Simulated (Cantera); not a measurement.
# Nitride etching: BN + H2

Charge: 1 mol BN, 20 mol H2, equilibrated at 13.3 mbar.

Method: chemical equilibrium by Gibbs-energy minimisation in Cantera with the NASA 1993 tables (ideal gas, pure condensed phases). Candidate condensed phases: B, BN; 15 gas species. Mutual solubility and eutectic melting of coexisting phases are not modelled. The tables' values for BH2 are old estimates; treat these amounts as uncertain. Rates play no part.

```csv
T (°C),x H2,x H,x N2,x BH2,x B,x BH,x BH3,x BN,n BN(s),n B(s)
875,1.000,6.20e-7,2.21e-9,2.40e-9,<1e-12,<1e-12,2.17e-9,<1e-12,1.00,0
975,1.000,4.04e-6,2.20e-8,3.20e-8,<1e-12,<1e-12,1.23e-8,<1e-12,1.000,0
1075,1.000,2.00e-5,1.66e-7,2.81e-7,<1e-12,1.40e-12,5.14e-8,<1e-12,1.000,0
1175,1.000,7.98e-5,9.77e-7,1.78e-6,9.18e-12,3.97e-11,1.72e-7,<1e-12,1.000,0
1275,1.000,0.000267,4.65e-6,8.82e-6,3.20e-10,7.20e-10,4.88e-7,<1e-12,1.000,0
1375,0.999,0.000771,1.84e-5,3.56e-5,7.18e-9,9.11e-9,1.21e-6,1.19e-11,0.999,0
1475,0.998,0.00198,0.000119,8.86e-5,8.16e-8,6.21e-8,1.94e-6,2.39e-10,0.995,0.00294
1575,0.994,0.00458,0.000756,0.000181,6.45e-7,3.11e-7,2.67e-6,3.45e-9,0.970,0.0267
1675,0.986,0.00972,0.00398,0.000340,4.11e-6,1.31e-6,3.53e-6,3.77e-8,0.839,0.154
1775,0.963,0.0190,0.0178,0.000590,2.18e-5,4.76e-6,4.41e-6,3.25e-7,0.269,0.718
```
x: gas mole fraction; n: condensed amount in mol.

From 875 °C to 1375 °C the condensed part is BN(s). From 1475 °C to 1775 °C the condensed part is B(s) + BN(s).
